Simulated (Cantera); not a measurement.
Charge: 1 mol MgO, 3.9 mol CO, 0.19 mol H2, held at 1425 K and 10000 Pa.

Method: chemical equilibrium by Gibbs-energy minimisation in Cantera with the NASA 1993 tables (ideal gas, pure condensed phases). Candidate condensed phases: C, C6H6, C7H8, C8H18, H2O, Mg, MgCO3, MgO, Mg(OH)2; 116 gas species. Rates play no part.

Base state: CO 0.953, H2 0.0464, CO2 0.000121, H2O 1.34e-5 (mole fractions); condensed: C(graphite) + MgO(s).

Q: What changes in the equilibrium state with this change: temperature from 1425 K to 2425 K?

A: 
| species | before | after |
|---|---|---|
| CO | 0.953 | 0.839 |
| Mg | 4.48e-6 | 0.0612 |
| CO2 | 0.000121 | 0.0504 |
| H2O | 1.34e-5 | 0.0101 |
| H2 | 0.0464 | 0.0280 |
| OH | <1e-9 | 0.000645 |
| MgOH | <1e-9 | 0.000399 |
| MgO | <1e-9 | 0.000199 |
| O | <1e-9 | 0.000145 |
| O2 | <1e-9 | 2.16e-5 |
| C(graphite), mol | 0.000528 | 0 |
| MgO(s), mol | 1.000 | 0.729 |
The tables' values for MgH are old estimates; treat these amounts as uncertain.
